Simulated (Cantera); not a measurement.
Input: 1 mol trisilylamine, 3.3 mol NH₃, 51 mol N₂, equilibrated at 1648 K and 1.00 Torr.

Method: chemical equilibrium by Gibbs-energy minimisation in Cantera with the NASA 1993 tables (ideal gas, pure condensed phases). Candidate condensed phases: Si, Si₃N₄; 18 gas species. The feed counts by its element totals alone. Rates play no part.

Base state: N₂ 0.844, H₂ 0.155, H 0.000961, Si 0.000136 (mole fractions); condensed: Si₃N₄(s).

Task: What changes in the equilibrium state with this change: trisilylamine replaced by Si₂Cl₆?

Result: 
```
species          before     after
-------------  --------  --------
N₂                0.844     0.868
H₂                0.155    0.0649
HCl                   0    0.0329
SiCl₂                 0    0.0326
Cl                    0  0.000247
SiCl₃                 0  0.000162
SiCl                  0  0.000116
H              0.000961  0.000621
Si             0.000136  0.000106
Si₃N₄(s), mol     0.997         0
```
The tables' values for SiCl₃, SiCl are old estimates; treat these amounts as uncertain. Further candidate phases: NH₄Cl.
